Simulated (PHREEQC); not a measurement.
Dissolve 0.96 mol MgCl2, 0.031 mol Na2SO4 and 0.15 mol NaCl per kg of water at 20 °C and 50 atm. Closed to the air; pH follows from the charge balance.

All values are PHREEQC results (Pitzer model, pitzer.dat), not measurements.

Each row changes one thing in this solution. This is a speciation only: nothing precipitates in the calculation.

| case | MgOH+ (mol/kgw) | HSO4- (mol/kgw) | SI of Epsomite (MgSO4:7H2O) | SI of Halite (NaCl) |
|---|---|---|---|---|
| as made | 5.61e-7 | 5.36e-8 | -1.86 | -2.17 |
| Na2SO4 from 0.031 to 0.0031 mol/kgw | 5.31e-7 | (withheld) | (withheld) | (withheld) |
| MgCl2 from 0.96 to 0.096 mol/kgw | 1.73e-7 | 5.94e-8 | (withheld) | -3.05 |
| temperature from 20 to 60 °C | 2.78e-6 | 5.32e-7 | -2.37 | -2.25 |
| diluted 2-fold with water | 3.61e-7 | 2.71e-8 | -2.29 | (withheld) |

Question: What belongs in the gaps?

Answer: 
- Na2SO4 from 0.031 to 0.0031 mol/kgw, HSO4- (mol/kgw): 5.55e-9
- Na2SO4 from 0.031 to 0.0031 mol/kgw, SI of Epsomite (MgSO4:7H2O): -2.85
- Na2SO4 from 0.031 to 0.0031 mol/kgw, SI of Halite (NaCl): -2.30
- MgCl2 from 0.96 to 0.096 mol/kgw, SI of Epsomite (MgSO4:7H2O): -2.27
- diluted 2-fold with water, SI of Halite (NaCl): -2.87

Under pressure, the constants of complexes without a molar volume in the database are unreliable. Away from 25 °C the constants follow the database's enthalpies or fits; those with neither stay at their 25 °C values.
